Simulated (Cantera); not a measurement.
Feed: 1 mol SiHCl3, 140 mol N2, at 52.0 mbar.

Equilibrium computed with Cantera from the NASA thermochemical tables; the gas is ideal and each condensed phase is pure. Candidate condensed phases: NH4Cl, Si, Si3N4; 28 gas species. N2 is the only nitrogen source here; it is nearly inert below about 1500 K, so the nitride shown seldom forms there in practice. Rates play no part.

**Question.** What share of the Si ends up in condensed phases as a function of T (K), at 1200, 1250, 1300, 1350, 1400, 1450, 1500, 1550, 1600, 1650, 1700?

**Answer.** 
```json
[
 {"T (K)": "1200", "Si condensed (%)": "48.0", "as": "Si3N4(s)"},
 {"T (K)": "1250", "Si condensed (%)": "47.1", "as": "Si3N4(s)"},
 {"T (K)": "1300", "Si condensed (%)": "45.1", "as": "Si3N4(s)"},
 {"T (K)": "1350", "Si condensed (%)": "41.0", "as": "Si3N4(s)"},
 {"T (K)": "1400", "Si condensed (%)": "33.9", "as": "Si3N4(s)"},
 {"T (K)": "1450", "Si condensed (%)": "23.7", "as": "Si3N4(s)"},
 {"T (K)": "1500", "Si condensed (%)": "12.7", "as": "Si3N4(s)"},
 {"T (K)": "1550", "Si condensed (%)": "3.6", "as": "Si3N4(s)"},
 {"T (K)": "1600", "Si condensed (%)": "0.0", "as": "-"},
 {"T (K)": "1650", "Si condensed (%)": "0.0", "as": "-"},
 {"T (K)": "1700", "Si condensed (%)": "0.0", "as": "-"}
]
```
